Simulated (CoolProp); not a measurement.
c-C4F8 (RC318) along the isotherm 483.6 K: fugacity coefficient from the reference equation and from simpler models built on Tc = 388.4 K, pc = 2.778 MPa, ω = 0.355; each cubic takes its own stable root.

Values from CoolProp's reference Helmholtz-energy equation of state, Platzer 1990. This equation is an older, rougher fit; its heat capacities, sound speeds and derivatives of the liquid may be far off and weren't checked against measurements.

```tsv
p (MPa)	phase	reference
0.496	gas	0.9739
0.992	gas	0.9482
1.49	gas	0.9229
1.98	gas	0.8985
2.48	gas	0.8742
2.98	supercritical	0.8504
3.47	supercritical	0.8278
3.97	supercritical	0.8053
4.46	supercritical	0.7841
4.96	supercritical	0.7632
5.46	supercritical	0.7432
5.95	supercritical	0.7245
6.45	supercritical	0.7065
6.94	supercritical	0.6898
```

Question: How far does each simpler model (van der Waals, Soave-Redlich-Kwong) lie from the reference over these 14 states: mean and median of the absolute difference, and the worst?

Answer: 
- van der Waals: mean 5.1 %, median 4.7 %, worst -10.4 % at 483.6 K and 6.94 MPa
- Soave-Redlich-Kwong: mean 1.2 %, median 1.0 %, worst +3.0 % at 483.6 K and 6.94 MPa
